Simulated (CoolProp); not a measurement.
Model: reference Helmholtz-energy equation of state, de Reuck 1990, in CoolProp.

Problem. For fluorine, give the phase and the cp (kJ/(kg K)), speed of sound (m/s) at 257.4 K and 7.05 bar.

Solution. 
- 257.4 K and 7.05 bar: gas; cp 0.815, speed of sound 278
